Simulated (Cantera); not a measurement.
A Cantera script and its output.

```python
import numpy as np
import cantera as ct

gas = ct.Solution("gri30.yaml")
gas.TPX = 1323, 2666, {'H2': 0.031, 'O2': 1, 'N2': 1.1}
reactor = ct.IdealGasConstPressureReactor(gas, energy="off", clone=False)
net = ct.ReactorNet([reactor])
net.rtol, net.atol = 1e-08, 1e-18
show = ['H2', 'O2', 'H', 'HO2', 'NO', 'N2O', 'H2O']
times = np.geomspace(1e-06, 7, 10)

steps = ct.SolutionArray(gas, extra=["t"])
rows = []
print(f"{'t/s':>10s}{'T/K':>9s}{'P/Pa':>11s}" + "".join(f"{s:>11s}" for s in show))
for t in times:
    while net.time < t:
        t_next = net.step()
        steps.append(gas.state, t=t_next)
    rows.append([np.interp(t, steps.t, y) for y in (steps.T, steps.P, *steps(*show).X.T)])
    print(f"{t:10.3e}{rows[-1][0]:9.1f}{rows[-1][1]:11.4g}" + "".join(f"{x:11.3e}" for x in rows[-1][2:]))
rate = np.gradient(steps.T, steps.t)
print("integrator steps:", len(steps.t))
if steps.T.max() > steps.T[0] + 200:
    print(f"time of steepest temperature rise: {steps.t[rate.argmax()]:.4e} s")
gas.TPX = 1323, 2666, {'H2': 0.031, 'O2': 1, 'N2': 1.1}
gas.equilibrate("TP")
print(f"equilibrium (TP): T = {gas.T:.1f} K  " + "  ".join(f"{s} {gas[s].X[0]:.3e}" for s in show))
```

It prints:

```
       t/s      T/K       P/Pa         H2         O2          H        HO2         NO        N2O        H2O
 1.000e-06   1323.0       2666  1.455e-02  4.693e-01  1.013e-10  1.032e-10  2.966e-24  3.023e-17  6.768e-15
 5.762e-06   1323.0       2666  1.455e-02  4.693e-01  5.366e-10  5.948e-10  6.080e-22  1.755e-16  1.238e-12
 3.320e-05   1323.0       2666  1.455e-02  4.693e-01  2.145e-09  3.430e-09  1.228e-19  1.061e-15  1.819e-10
 1.913e-04   1323.0       2666  1.455e-02  4.693e-01  9.819e-09  1.980e-08  1.636e-17  8.118e-15  1.757e-08
 1.102e-03   1323.0       2666  1.452e-02  4.692e-01  4.176e-06  1.647e-07  2.318e-14  8.121e-13  1.983e-05
 6.351e-03   1323.0       2666  1.535e-04  4.569e-01  1.154e-03  1.339e-06  3.348e-08  1.012e-08  1.309e-02
 3.659e-02   1323.0       2666  9.794e-05  4.601e-01  5.687e-04  1.117e-06  1.680e-07  2.292e-08  1.362e-02
 2.108e-01   1323.0       2666  1.895e-05  4.643e-01  4.642e-05  4.827e-07  2.747e-07  3.099e-08  1.434e-02
 1.215e+00   1323.0       2666  1.147e-06  4.653e-01  6.881e-07  6.692e-08  3.021e-07  3.677e-08  1.459e-02
 7.000e+00   1323.0       2666  8.071e-08  4.654e-01  1.295e-08  1.177e-08  3.103e-07  2.841e-08  1.464e-02
integrator steps: 1406
equilibrium (TP): T = 1323.0 K  H2 1.717e-08  O2 4.651e-01  H 1.281e-09  HO2 1.303e-08  NO 5.572e-04  N2O 4.845e-09  H2O 1.465e-02
```

Computed with Cantera and GRI-Mech 3.0 (53 species, 325 reactions). Radical loss at walls, strong at low pressure, is not modelled.
